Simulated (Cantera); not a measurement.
## Equilibrium for abatement and gas-phase synthesis: S + SO2 + H2 + H2O

Feed: 1 mol S, 0.71 mol SO2, 0.82 mol H2, 0.059 mol H2O, equilibrated at 100000 Pa.

Cantera equilibrium calculation (NASA polynomials, part measured and part estimated; ideal gas, pure solids and liquids). Candidate condensed phases: H2O, H2SO4, S; 19 gas species. Gases not in the tables: S3 to S7. Kinetics and transport are ignored.

From 1173 K to 1523 K nothing is condensed.

```tsv
T (K)	log p H2O	log p S2	log p SO2	log p H2S	log p H2	log p S2O
1173	-0.42	-0.52	-0.68	-1.03	-2.21	-1.99
1223	-0.42	-0.51	-0.69	-1.06	-2.08	-2.00
1273	-0.42	-0.51	-0.69	-1.09	-1.96	-2.00
1323	-0.41	-0.50	-0.70	-1.12	-1.85	-2.01
1373	-0.41	-0.50	-0.70	-1.15	-1.75	-2.01
1423	-0.42	-0.50	-0.70	-1.18	-1.66	-2.02
1473	-0.42	-0.50	-0.70	-1.20	-1.57	-2.02
1523	-0.42	-0.50	-0.70	-1.23	-1.49	-2.03
```
log p: log10 of the partial pressure in bar; nothing condenses.
